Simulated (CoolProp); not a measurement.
Properties of R365MFC along the isotherm 214.75 °C.

Values from CoolProp's reference Helmholtz-energy equation of state, Lemmon 2016.

```
p (bar)          phase  speed of sound (m/s)  expansivity (1/kK)
-------  -------------  --------------------  ------------------
6.8                gas                 159.3               2.540
13.6               gas                 148.8               3.235
20.4               gas                 137.7               4.284
27.2               gas                 126.1               6.016
34       supercritical                 114.5               9.255
40.8     supercritical                 103.1               16.70
47.6     supercritical                 95.78               33.54
54.4     supercritical                 117.5               21.76
61.2     supercritical                 147.7               12.87
68       supercritical                 172.7               9.396
74.9     supercritical                 193.9               7.563
81.7     supercritical                 212.0               6.446
```
